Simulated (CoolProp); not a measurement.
Properties of n-pentane at several states.

Values from CoolProp's reference Helmholtz-energy equation of state, Thol 2019.

```tsv
T (K)	p (kPa)	phase	density (kg/m³)	speed of sound (m/s)	expansivity (1/kK)	Prandtl number	fugacity coefficient
353.5	1480	liquid	[?]	755.6	[?]	2.92	0.2375
471.9	134	gas	2.498	236.1	2.219	0.723	0.9866
189.6	40.8	liquid	721.8	[?]	1.241	6.19	0.001706
168.1	29.4	liquid	741.2	[?]	1.219	[?]	0.0001689
```

**Question.** What belongs in the gaps?

**Answer.** 
- 353.5, density (kg/m³): 564.1
- 353.5, expansivity (1/kK): 2.078
- 189.6, speed of sound (m/s): 1551
- 168.1, speed of sound (m/s): 1662
- 168.1, Prandtl number: 5.73

Viscosity comes from a separate model (Quiñones-Cisneros 2006), older than the equation that it now runs on, and unchecked against measurements. Thermal conductivity comes from a separate model (Vassiliou 2015).
